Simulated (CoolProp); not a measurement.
A closed Brayton cycle with nitrogen: compressor inlet 309.15 K and 6.3 MPa, high pressure 15.3 MPa, turbine inlet 675 K, compressor efficiency 0.85, turbine efficiency 0.93, recuperator effectiveness 0.95 (on enthalpy, no pinch check). Each further row changes one setting.

The numbers come from the reference Helmholtz-energy equation of state, Span 2000 in CoolProp.

```
case                           thermal efficiency (%)  net work (kJ/kg)  compressor to turbine work  compressor exit (K)  turbine exit (K)
-----------------------------  ----------------------  ----------------  --------------------------  -------------------  ----------------
as stated                                        24.6              40.6                        0.74                415.6             537.7
turbine inlet 625 K                              19.2              29.1                        0.79                415.6             496.6
compressor inlet 319.15 K                        22.4              36.7                        0.76                428.9             537.7
high pressure 13 MPa                             27.0              38.2                        0.70                393.9             560.8
recuperator effectiveness 0.5                    18.1              40.6                        0.74                415.6             537.7
```
